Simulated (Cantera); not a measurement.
**Adiabatic ignition**

An adiabatic, constant-pressure homogeneous reactor starts with 10.0 % CH3OH, 7.50 % O2, 82.5 % N2, equivalence ratio 2.0, at 1525 K and 8.40 bar.

Computed with Cantera and GRI-Mech 3.0 (53 species, 325 reactions). GRI-Mech 3.0 was tuned for natural gas; its chemistry of methanol as a main component is partial and can be far from experiment.

```
t (s)     T (K)  x CH3OH     x O2    x HCO      x NO     x HCN     x H2O
--------  -----  -------  -------  -------  --------  --------  --------
2.00e-6    1525   0.0998   0.0749  4.09e-9    <1e-12    <1e-12   5.97e-5
6.59e-6    1525   0.0992   0.0746  5.12e-8  1.99e-12  2.17e-12  0.000310
2.17e-5    1542   0.0864   0.0690  6.80e-6  3.16e-11  4.17e-11   0.00756
7.17e-5    2160   <1e-12  1.51e-5  3.68e-7   1.08e-5   6.17e-8     0.110
0.000236   2176   <1e-12  8.07e-7  9.05e-8   1.07e-5   4.22e-8     0.111
0.000779   2178   <1e-12  3.43e-7  6.15e-8   1.01e-5   6.12e-8     0.111
0.00257    2178   <1e-12  3.39e-7  6.12e-8   1.01e-5   1.02e-7     0.111
0.00847    2178   <1e-12  3.39e-7  6.12e-8   1.08e-5   1.14e-7     0.111
0.0279     2178   <1e-12  3.39e-7  6.12e-8   1.23e-5   1.31e-7     0.111
0.0920     2178   <1e-12  3.39e-7  6.12e-8   1.44e-5   1.53e-7     0.111
0.303      2178   <1e-12  3.39e-7  6.12e-8   1.48e-5   1.58e-7     0.111
1.00       2178   <1e-12  3.39e-7  6.12e-8   1.48e-5   1.58e-7     0.111
```
x: mole fraction; the columns are a selection and need not sum to one.

| Item | Value |
|---|---|
| time of steepest temperature rise | 35.3 µs |
| temperature at 1.00 s | 2178 K |
| equilibrium temperature | 2178 K |
| x(CH3OH) at 1.00 s | <1e-12 (gas-phase equilibrium <1e-12) |
| x(O2) at 1.00 s | 3.39e-7 (gas-phase equilibrium 3.39e-7) |
| x(HCO) at 1.00 s | 6.12e-8 (gas-phase equilibrium 6.12e-8) |
